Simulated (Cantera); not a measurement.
Charge: 1 mol SiC, 0.9 mol O2, 1.1 mol H2, held at 0.420 Torr.

Equilibrium computed with Cantera from the NASA thermochemical tables; the gas is ideal and each condensed phase is pure. Candidate condensed phases: C, C6H6, C7H8, C8H18, H2O, Si, SiC, SiO2; 123 gas species. Mutual solubility and eutectic melting of coexisting phases are not modelled. The tables hold silica as quartz up to 1696 K and as liquid above; real silica turns to tridymite and cristobalite and melts near 1996 K. Equilibrium is a limit: real reactors are often held back by kinetics, nucleation or transport.

x: gas mole fraction; n: condensed amount in mol.

```tsv
T (°C)	x H2	x CO	x SiO	x H	n C(graphite)	n SiC(s)	n SiO2(β-quartz)
875	0.975	0.0246	6.95e-6	___	0.858	0.114	0.886
975	0.688	0.311	0.000171	___	0.154	0.349	0.651
1075	0.643	0.352	0.00508	___	0	0.397	0.594
1175	0.562	0.339	0.0982	___	0	0.336	0.472
1275	0.379	0.310	0.310	___	0	0.1000	0
1375	0.378	0.310	0.310	___	0	0.0999	0
1475	0.375	0.310	0.309	___	0	0.0989	0
```

Q: Fill in the missing entries.

A: 
- 875, x H: 2.99e-6
- 975, x H: 1.64e-5
- 1075, x H: 7.84e-5
- 1175, x H: 0.000292
- 1275, x H: 0.000801
- 1375, x H: 0.00231
- 1475, x H: 0.00591
